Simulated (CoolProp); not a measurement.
Computed with CoolProp (reference Helmholtz-energy equation of state, Guder 2009).

For sulfur hexafluoride, give the phase and the Z, speed of sound (m/s), expansivity (1/kK), fugacity coefficient at 353.8 K and 14400 kPa; 368.9 K and 14400 kPa.


- 353.8 K and 14400 kPa: supercritical; Z 0.575, speed of sound 241, expansivity 5.25, fugacity coefficient 0.410
- 368.9 K and 14400 kPa: supercritical; Z 0.600, speed of sound 215, expansivity 5.84, fugacity coefficient 0.470
